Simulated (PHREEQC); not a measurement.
PHREEQC input (ion-association model, wateq4f.dat):

```
SOLUTION_MASTER_SPECIES
  An  An-  0  An  62.0  # stands for a non-complexing anion
SOLUTION_SPECIES
  An- = An-
    -log_k 0
    -gamma 3.0 0
PHASES
  Fix_H+
    H+ = H+
    -log_k 0
SOLUTION 1
  temp 25
  units mmol/kgw
  pH 7 charge
  Cl 0.00052
  Ni 0.00026
  Na 300
  An 300
END
SELECTED_OUTPUT 1
  -reset false
  -pH true
  -pe true
  -ionic_strength true
  -water true
  -totals Cl Na Ni
  -molalities Hfo_wOH Hfo_wOH2+ Hfo_wO- Hfo_sOH Hfo_sOH2+ Hfo_sO- Hfo_sONi+ Hfo_wONi+
  -saturation_indices Ni(OH)2 Halite
USER_PUNCH 1
  -headings sigma psi
  10 PUNCH EDL("sigma", "Hfo"), EDL("psi", "Hfo")
PRINT
  -reset false
USE solution 1
SURFACE 1
  Hfo_wOH 8.08989e-05 600 0.036
  Hfo_sOH 2.02247e-06
EQUILIBRIUM_PHASES 1
  Fix_H+ -4 HAn 10
    -force_equality true
  O2(g) -0.68 10
END
# ... the last block is repeated for the other 16 points of pH, with NaOH or the acid as the point needs
```

Selected output (columns that matter, 13 of 17 rows; pH added in front):

```
pH	mu	Na	Ni	m_Hfo_wOH	m_Hfo_wOH2+	m_Hfo_wO-	m_Hfo_sOH	m_Hfo_sOH2+	m_Hfo_sO-	m_Hfo_sONi+	si_Ni(OH)2	si_Halite	sigma	psi
4	0.30017	0.3	2.6e-07	4.6848e-06	7.6208e-05	6.5975e-09	1.1712e-07	1.9052e-06	1.6494e-10	1.7239e-12	-9.9323	-8.6958	0.34892	0.12297
4.38	0.30009	0.3	2.5999e-07	9.3191e-06	7.1552e-05	2.7805e-08	2.3298e-07	1.7888e-06	6.9513e-10	9.3141e-12	-9.1723	-8.6958	0.32751	0.11978
5.12	0.30004	0.3	2.5977e-07	2.465e-05	5.6e-05	2.4858e-07	6.1619e-07	1.3998e-06	6.2137e-09	2.1994e-10	-7.6927	-8.6957	0.25528	0.10729
5.5	0.30003	0.3	2.589e-07	3.3828e-05	4.6508e-05	5.6366e-07	8.4525e-07	1.1621e-06	1.4084e-08	1.0471e-09	-6.9342	-8.6957	0.21038	0.097711
5.88	0.30002	0.3	2.5496e-07	4.2272e-05	3.7536e-05	1.0906e-06	1.0543e-06	9.3619e-07	2.72e-08	4.7803e-09	-6.1808	-8.6957	0.1669	0.086462
6.62	0.30001	0.3	1.9041e-07	5.4366e-05	2.3668e-05	2.8608e-06	1.3149e-06	5.7245e-07	6.9192e-08	6.5913e-08	-4.8277	-8.6957	0.095512	0.060999
7	0.30001	0.3	1.0074e-07	5.8159e-05	1.8555e-05	4.1761e-06	1.3459e-06	4.2941e-07	9.6644e-08	1.5048e-07	-4.3443	-8.6957	0.066433	0.046506
7.38	0.30001	0.3	3.2809e-08	6.0533e-05	1.4605e-05	5.7476e-06	1.3532e-06	3.2649e-07	1.2849e-07	2.1426e-07	-4.0718	-8.6957	0.041468	0.031204
8.12	0.3	0.3	1.9906e-09	6.2087e-05	9.2477e-06	9.5493e-06	1.3659e-06	2.0344e-07	2.1007e-07	2.431e-07	-3.8116	-8.6957	-0.00022428	-0.00017933
8.5	0.30001	0.30001	4.5187e-10	6.1614e-05	7.2131e-06	1.2057e-05	1.3544e-06	1.5855e-07	2.6502e-07	2.4454e-07	-3.7007	-8.6957	-0.020954	-0.016472
8.88	0.30002	0.30002	1.0751e-10	6.0219e-05	5.4656e-06	1.5199e-05	1.3234e-06	1.2012e-07	3.3404e-07	2.4486e-07	-3.5796	-8.6957	-0.043278	-0.032412
9.62	0.30007	0.30008	1.1432e-11	5.396e-05	2.7605e-06	2.4163e-05	1.1858e-06	6.0664e-08	5.3102e-07	2.4495e-07	-3.2828	-8.6956	-0.096553	-0.061458
10	0.30016	0.30018	8.3517e-12	4.8444e-05	1.7519e-06	3.0688e-05	1.0646e-06	3.8501e-08	6.744e-07	2.4496e-07	-3.0853	-8.6955	-0.13094	-0.075026
```
